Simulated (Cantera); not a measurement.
A closed system holds: 1 mol Si, 0.096 mol H2O, 210 mol H2, held at 1.33 mbar.

Cantera equilibrium calculation (NASA polynomials, part measured and part estimated; ideal gas, pure solids and liquids). Candidate condensed phases: H2O, Si, SiO2; 18 gas species. Mutual solubility and eutectic melting of coexisting phases are not modelled. The tables hold silica as quartz up to 1696 K and as liquid above; real silica turns to tridymite and cristobalite and melts near 1996 K. Equilibrium is a limit: real reactors are often held back by kinetics, nucleation or transport.

Which condensed phases are stable at each of these points (T (°C)): 650, 700, 750, 800, 850, 900, 950, 1000, 1050?


```
T (°C)        condensed phases  Si condensed (%)
------  ----------------------  ----------------
650     Si(s) + SiO2(β-quartz)             100.0
700     Si(s) + SiO2(β-quartz)             100.0
750     Si(s) + SiO2(β-quartz)             100.0
800     Si(s) + SiO2(β-quartz)              99.9
850     Si(s) + SiO2(β-quartz)              99.2
900     Si(s) + SiO2(β-quartz)              96.2
950                      Si(s)              90.4
1000                     Si(s)              90.4
1050                     Si(s)              90.4
```

From 650 °C to 900 °C the condensed part is Si(s) + SiO2(β-quartz). From 950 °C to 1050 °C the condensed part is Si(s).
